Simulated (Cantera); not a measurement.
An isothermal, constant-pressure homogeneous reactor starts with 22.2 % CH4, 77.8 % N2, at 2000 K and 0.460 bar.

Computed with Cantera and GRI-Mech 3.0 (53 species, 325 reactions). GRI-Mech 3.0 stops at C3 and has no aromatics, soot or wall deposition, so with more carbon than oxygen in the feed, carbon stays in small species such as C2H2 where larger ones or solid carbon would form.

Problem. Predict: x(CH4) at 100 s; x(C2H) at 100 s; x(CH2) at 100 s; x(C2H6) at 100 s; x(C2H2) at 100 s; x(H) at 100 s.

Solution. 
```
Property                                              Value
----------------  -----------------------------------------
x(CH4) at 100 s   0.000287 (gas-phase equilibrium 0.000196)
x(C2H) at 100 s     7.41e-6 (gas-phase equilibrium 3.37e-6)
x(CH2) at 100 s     1.57e-7 (gas-phase equilibrium 1.07e-7)
x(C2H6) at 100 s    4.46e-9 (gas-phase equilibrium 2.06e-9)
x(C2H2) at 100 s      0.0856 (gas-phase equilibrium 0.0389)
x(H) at 100 s       0.00126 (gas-phase equilibrium 0.00126)
```
